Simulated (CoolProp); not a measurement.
Vapour-liquid equilibrium of C3F8 (R218) (1) + c-C4F8 (RC318) (2) at 0.222 MPa; x and y are mole fractions of (1).

Model: multi-fluid Helmholtz-energy mixture model, Lemmon 2006 and Platzer 1990; pair parameters Bell 2016, in CoolProp. This equation is an older, rougher fit; its heat capacities, sound speeds and derivatives of the liquid may be far off and weren't checked against measurements.

| x | bubble temperature (K) | y at the bubble point | dew temperature at overall composition x (K) | liquid density (mol/L) |
|---|---|---|---|---|
| 0.05 | 287.1 | 0.074 | 287.4 | 7.720 |
| 0.15 | 284.9 | 0.240 | 286.2 | 7.780 |
| 0.25 | 281.8 | 0.410 | 284.7 | 7.847 |
| 0.35 | 278.1 | 0.567 | 283.0 | 7.919 |
| 0.45 | 274.1 | 0.698 | 281.0 | 7.989 |
| 0.55 | 270.0 | 0.799 | 278.6 | 8.052 |
| 0.65 | 266.1 | 0.874 | 275.7 | 8.104 |
| 0.75 | 262.5 | 0.927 | 272.1 | 8.141 |
| 0.85 | 259.3 | 0.964 | 267.4 | 8.162 |
| 0.95 | 256.6 | 0.990 | 260.6 | 8.166 |

No azeotrope shows between x = 0.05 and 0.95.

The pair parameters rest on a limited set of measurements; away from them the model extrapolates.
